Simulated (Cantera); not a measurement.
A closed system holds: 1 mol n-butane, 0.033 mol NH3, 1.3 mol H2, at 825 °C and 0.0133 bar.

These are equilibrium values from Cantera (NASA tables, ideal gas, pure condensed phases), not measurements of a reactor. Candidate condensed phases: C, C6H6, C7H8, C8H18; 92 gas species. Equilibrium is a limit: real reactors are often held back by kinetics, nucleation or transport.

Base state: H2 0.997, N2 0.00259, CH4 0.000484 (mole fractions); condensed: C(graphite).

What changes in the equilibrium state with this change: temperature from 825 °C to 2002 °C?


```csv
species,before,after
H2,0.997,0.923
H,2.15e-7,0.0706
C2H2 (acetylene),1.27e-8,0.00351
HNC,3.13e-9,0.000132
C2H,<1e-9,1.14e-5
HCN,1.10e-6,0.00150
CH4,0.000484,2.55e-6
N2,0.00259,0.00168
"C(graphite), mol",4.00,3.94
```
